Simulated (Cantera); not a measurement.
An adiabatic, constant-pressure homogeneous reactor starts with 15.7 % CO, 17.2 % H₂, 13.7 % O₂, 53.4 % N₂, equivalence ratio 1.2, at 1300 K and 9.87 atm.

Model: GRI-Mech 3.0 (53 species, 325 reactions), integrated in Cantera. The hydrogen kinetics of GRI-Mech 3.0 are dated; newer H2 mechanisms differ, most at raised pressure.

Q: Predict: time of steepest temperature rise; temperature at 9.00 s; equilibrium temperature; x(CO) at 9.00 s; x(H₂) at 9.00 s; x(O₂) at 9.00 s; x(NO) at 9.00 s; x(H₂O₂) at 9.00 s; x(H) at 9.00 s; x(H₂O) at 9.00 s.

A: 
- time of steepest temperature rise = 5.78 µs
- temperature at 9.00 s = 2916 K
- equilibrium temperature = 2916 K
- x(CO) at 9.00 s = 0.0781 (gas-phase equilibrium 0.0781)
- x(H₂) at 9.00 s = 0.0182 (gas-phase equilibrium 0.0182)
- x(O₂) at 9.00 s = 0.00950 (gas-phase equilibrium 0.00950)
- x(NO) at 9.00 s = 0.00800 (gas-phase equilibrium 0.00800)
- x(H₂O₂) at 9.00 s = 7.80e-7 (gas-phase equilibrium 7.80e-7)
- x(H) at 9.00 s = 0.00521 (gas-phase equilibrium 0.00521)
- x(H₂O) at 9.00 s = 0.166 (gas-phase equilibrium 0.166)
